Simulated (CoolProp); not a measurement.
A single-stage vapour-compression cycle with the fluid: evaporating at 229.15 K (dew point), condensing at 277.15 K (bubble point), superheat 8 K, subcooling 5 K, compressor efficiency 0.7, no pressure losses. The same conditions are run with several fluids, on thermodynamics alone (safety and materials aside).

Computed with CoolProp (reference Helmholtz-energy equation of state of each fluid (R227EA: Lemmon 2016; R407C: Lemmon 2003; R143a: Lemmon and Jacobsen 2000; isobutene: Lemmon 2005; nitrous oxide: Lemmon 2006; hydrogen chloride: Thol 2018)). Blends and air are pseudo-pure fits.

| fluid | cooling COP | pressure ratio | discharge temperature (K) | refrigerating effect (kJ/kg) | volumetric capacity (kJ/m³) |
|---|---|---|---|---|---|
| R227EA | 2.74 | 8.80 | 291.5 | 103 | 231 |
| R407C | 2.40 | [?] | 343.1 | [?] | [?] |
| R143a | 2.77 | [?] | [?] | 171 | 900 |
| isobutene | 2.91 | 8.45 | 317.9 | 342 | 178 |
| nitrous oxide | 2.47 | [?] | 360.2 | 241 | 4850 |
| hydrogen chloride | [?] | 4.34 | 400.1 | 322 | 4330 |

### Question
What belongs in the gaps?

### Answer

- R407C, pressure ratio: 9.27
- R407C, refrigerating effect (kJ/kg): 193
- R407C, volumetric capacity (kJ/m³): 604
- R143a, pressure ratio: 5.94
- R143a, discharge temperature (K): 314.9
- nitrous oxide, pressure ratio: 4.25
- hydrogen chloride, cooling COP: 2.53
